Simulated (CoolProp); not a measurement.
Properties of R123 along the isotherm 463.7 K.

Values from CoolProp's reference Helmholtz-energy equation of state, Younglove 1994. It is a modified Benedict-Webb-Rubin equation, recast in Helmholtz form.

| p (kPa) | phase | cv (kJ/(kg K)) | isothermal compressibility (1/MPa) |
|---|---|---|---|
| 57.9 | gas | 0.7845 | 17.36 |
| 119 | gas | 0.7853 | 8.495 |
| 244 | gas | 0.7871 | 4.192 |
| 501 | gas | 0.7908 | 2.096 |
| 1030 | gas | 0.7994 | ? |
| 2110 | gas | 0.8227 | ? |
| 4340 | supercritical | 0.9073 | ? |
| 8920 | supercritical | 0.8488 | ? |
| 18300 | supercritical | ? | ? |

### Question
Complete the blanks.

### Answer

- 1030, isothermal compressibility (1/MPa): 1.085
- 2110, isothermal compressibility (1/MPa): 0.6374
- 4340, isothermal compressibility (1/MPa): 0.4423
- 8920, isothermal compressibility (1/MPa): 0.02236
- 18300, cv (kJ/(kg K)): 0.8351
- 18300, isothermal compressibility (1/MPa): 0.008077
